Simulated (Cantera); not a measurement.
An adiabatic, constant-volume homogeneous reactor starts with 10.4 % CH4, 18.8 % O2, 70.8 % N2, equivalence ratio 1.1, at 1475 K and 580000 Pa.

Cantera simulation using GRI-Mech 3.0 (53 species, 325 reactions); the numbers are that mechanism's predictions, not measurements. Above 3000 K some thermodynamic fits are extrapolated.

**Question.** Predict: time of steepest temperature rise; temperature at 0.100 s; equilibrium temperature; x(O2) at 0.100 s; x(H2) at 0.100 s; x(CO) at 0.100 s; x(O) at 0.100 s; x(CH2O) at 0.100 s.

**Answer.** time of steepest temperature rise: 0.372 ms
temperature at 0.100 s: 3074 K
equilibrium temperature: 3074 K
x(O2) at 0.100 s: 0.0108 (gas-phase equilibrium 0.0108)
x(H2) at 0.100 s: 0.0245 (gas-phase equilibrium 0.0245)
x(CO) at 0.100 s: 0.0530 (gas-phase equilibrium 0.0530)
x(O) at 0.100 s: 0.00424 (gas-phase equilibrium 0.00424)
x(CH2O) at 0.100 s: 6.72e-9 (gas-phase equilibrium 6.72e-9)
